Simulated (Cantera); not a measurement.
A perfectly stirred reactor is fed with N2O : N2 = 1 : 7 (molar parts), at 2200 Pa; it is held at 1525 K, and followed from long to short residence time.

Cantera simulation using GRI-Mech 3.0 (53 species, 325 reactions); the numbers are that mechanism's predictions, not measurements. GRI-Mech 3.0 was tuned for natural gas; its chemistry of N2O as a main component is partial and can be far from experiment. Radical loss at walls, strong at low pressure, is not modelled. The temperature is held fixed by assumption; the heat of reaction is taken as removed at once.

Problem. What does this change do: 0.42 parts H2O added?

Solution. 
```csv
quantity,before,after
x(N2O) at τ = 5.00 s,0.0128,0.00992
x(N2) at τ = 5.00 s,0.921,0.885
x(NO) at τ = 5.00 s,0.0269,0.0119
x(O2) at τ = 5.00 s,0.0393,0.0453
x(NO2) at τ = 5.00 s,4.37e-6,6.83e-6
x(N2O) at τ = 24.0 ms,0.120,0.113
x(N2) at τ = 24.0 ms,0.877,0.834
x(NO) at τ = 24.0 ms,0.00122,0.000882
x(O2) at τ = 24.0 ms,0.00173,0.00221
x(NO2) at τ = 24.0 ms,1.03e-7,8.88e-6
```

Problem. What does this change do: temperature 1525 to 1425 K?

Solution. 
```tsv
quantity	before	after
x(N2O) at τ = 5.00 s	0.0128	0.0351
x(N2) at τ = 5.00 s	0.921	0.914
x(NO) at τ = 5.00 s	0.0269	0.0176
x(O2) at τ = 5.00 s	0.0393	0.0335
x(NO2) at τ = 5.00 s	4.37e-6	3.19e-6
x(N2O) at τ = 24.0 ms	0.120	0.124
x(N2) at τ = 24.0 ms	0.877	0.876
x(NO) at τ = 24.0 ms	0.00122	0.000289
x(O2) at τ = 24.0 ms	0.00173	0.000544
x(NO2) at τ = 24.0 ms	1.03e-7	1.80e-8
```
